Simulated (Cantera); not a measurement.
What does this Cantera script print?

```python
import numpy as np
import cantera as ct

gas_names = """
    C CO CO2 C2 C2O C3 C3O2 C4 C5 Fe FeC5O5 FeO O O2 O3
""".split()
cond_names = """
    C(gr) Fe(a) Fe(c) Fe(d) Fe(L) FeC5O5(L) FeO(s) FeO(L) Fe2O3(s) Fe3O4(s)
""".split()


# ... load() reads the species with a 1 bar reference pressure and builds the phases ...
atoms = {
    'Fe2O3': {'Fe': 2, 'O': 3},
    'O2': {'O': 2},
    'CO2': {'C': 1, 'O': 2},
}
top_T = {'C(gr)': 4500, 'Fe2O3(s)': 1830, 'Fe3O4(s)': 1870}  # K; cautious upper limits of use, not melting points


# ... equilibrate(T, P, feed) seeds the gas with the atoms and calls Mixture.equilibrate('TP', solver="vcs", rtol=1e-11, max_steps=5000) ...
results = []
feed = {'Fe2O3': 1, 'O2': 0.97, 'CO2': 0.77}  # mol
T = 1473.15  # K
P = 570000  # Pa
mix = equilibrate(T, P, feed)
results.append((T, P, feed, dict(zip(mix.species_names, mix.species_moles))))
print(gas.report(threshold=1e-05))
for i in range(1, mix.n_phases):
    print(f"{mix.phase(i).name:16s} {mix.phase_moles(i):12.5e} mol")
```

Result:

```
       temperature   1473.2 K
          pressure   5.7e+05 Pa
           density   1.7364 kg/m^3
  mean mol. weight   37.313 kg/kmol
   phase of matter   gas

                          1 kg             1 kmol
                     ---------------   ---------------
          enthalpy       -3.3632e+06       -1.2549e+08  J
   internal energy       -3.6915e+06       -1.3774e+08  J
           entropy            7062.6        2.6353e+05  J/K
    Gibbs function       -1.3768e+07       -5.1371e+08  J
 heat capacity c_p            1232.9             46002  J/K
 heat capacity c_v              1010             37688  J/K

                      mass frac. Y      mole frac. X     chem. pot. / RT
                     ---------------   ---------------   ---------------
               CO2           0.52194           0.44253           -61.306
                O2           0.47806           0.55747           -26.569
     [  +13 minor]         9.837e-07        1.6837e-06

C(gr)             0.00000e+00 mol
Fe(c)             0.00000e+00 mol
FeC5O5(L)         0.00000e+00 mol
FeO(s)            0.00000e+00 mol
Fe2O3(s)          1.00000e+00 mol
Fe3O4(s)          0.00000e+00 mol
```

Method: chemical equilibrium by Gibbs-energy minimisation in Cantera with the NASA 1993 tables (ideal gas, pure condensed phases).
